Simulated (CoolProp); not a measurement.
A single-stage vapour-compression cycle with R236FA: evaporating at 236.15 K (dew point), condensing at 306.15 K (bubble point), superheat 10 K, subcooling 8 K, compressor efficiency 0.85, no pressure losses. Each further row changes one setting.

The numbers come from the reference Helmholtz-energy equation of state, Pan 2012 in CoolProp.

```json
[
 {"case": "as stated", "cooling COP": "…", "pressure ratio": "20.1", "discharge temperature (K)": "317.5", "refrigerating effect (kJ/kg)": "110", "volumetric capacity (kJ/m³)": "145"},
 {"case": "evaporating temperature 241.15 K", "cooling COP": "2.44", "pressure ratio": "15.1", "discharge temperature (K)": "316.3", "refrigerating effect (kJ/kg)": "113", "volumetric capacity (kJ/m³)": "…"},
 {"case": "condensing temperature 301.15 K", "cooling COP": "2.41", "pressure ratio": "17.1", "discharge temperature (K)": "313.2", "refrigerating effect (kJ/kg)": "116", "volumetric capacity (kJ/m³)": "153"},
 {"case": "subcooling 13 K", "cooling COP": "…", "pressure ratio": "20.1", "discharge temperature (K)": "317.5", "refrigerating effect (kJ/kg)": "116", "volumetric capacity (kJ/m³)": "153"},
 {"case": "superheat 20 K", "cooling COP": "2.21", "pressure ratio": "20.1", "discharge temperature (K)": "…", "refrigerating effect (kJ/kg)": "…", "volumetric capacity (kJ/m³)": "…"},
 {"case": "compressor efficiency 0.75", "cooling COP": "1.90", "pressure ratio": "20.1", "discharge temperature (K)": "324.9", "refrigerating effect (kJ/kg)": "110", "volumetric capacity (kJ/m³)": "145"}
]
```

Some entries are withheld; supply them.


- as stated, cooling COP: 2.15
- evaporating temperature 241.15 K, volumetric capacity (kJ/m³): 195
- subcooling 13 K, cooling COP: 2.27
- superheat 20 K, discharge temperature (K): 328.1
- superheat 20 K, refrigerating effect (kJ/kg): 117
- superheat 20 K, volumetric capacity (kJ/m³): 148
